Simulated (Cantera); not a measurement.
**Titanium nitride, carbide and oxide coatings: Ti + O2 + H2**

Feed: 1 mol Ti, 0.071 mol O2, 3.2 mol H2, equilibrated at 22.0 Pa.

Equilibrium computed with Cantera from the NASA thermochemical tables; the gas is ideal and each condensed phase is pure. Candidate condensed phases: H2O, Ti, TiO, TiO2, Ti2O3, Ti3O5, Ti4O7; 12 gas species. Each liquid is taken as pure. Mutual solubility and eutectic melting of coexisting phases are not modelled. TiO: taken at fixed stoichiometry. Condensed phases not in the tables: N, O or C dissolved in the metal. Equilibrium is a limit: real reactors are often held back by kinetics, nucleation or transport.

```tsv
T (°C)	log p H2	log p H	log p Ti	log p TiO	n Ti(β)	n TiO(s)	n Ti(l)	n TiO(l)
1225	-3.66	-6.59	-8.99	-11.07	0.858	0.142	0	0
1275	-3.66	-6.34	-8.47	-10.43	0.858	0.142	0	0
1325	-3.66	-6.10	-7.99	-9.83	0.858	0.142	0	0
1375	-3.66	-5.88	-7.53	-9.27	0.858	0.142	0	0
1425	-3.66	-5.67	-7.11	-8.74	0.857	0.142	0	0
1475	-3.66	-5.47	-6.70	-8.25	0.855	0.142	0	0
1525	-3.67	-5.29	-6.32	-7.78	0.851	0.142	0	0
1575	-3.68	-5.11	-5.97	-7.34	0.842	0.141	0	0
1625	-3.69	-4.95	-5.63	-6.93	0.822	0.140	0	0
1675	-3.70	-4.80	-5.31	-6.54	0	0.137	0.782	0
1725	-3.73	-4.66	-5.01	-6.17	0	0.131	0.702	0
1775	-3.77	-4.53	-4.74	-5.83	0	0	0.541	0.116
1825	-3.84	-4.43	-4.47	-5.52	0	0	0.199	0.0829
1875	-3.90	-4.33	-4.39	-5.22	0	0	0	0.0147
```
log p: log10 of the partial pressure in bar; n: condensed amount in mol.

From 1225 °C to 1625 °C the condensed part is Ti(β) + TiO(s). From 1675 °C to 1725 °C the condensed part is Ti(l) + TiO(s). From 1775 °C to 1825 °C the condensed part is Ti(l) + TiO(l). At 1875 °C the condensed part is TiO(l). The main Ti-bearing gas is Ti throughout.
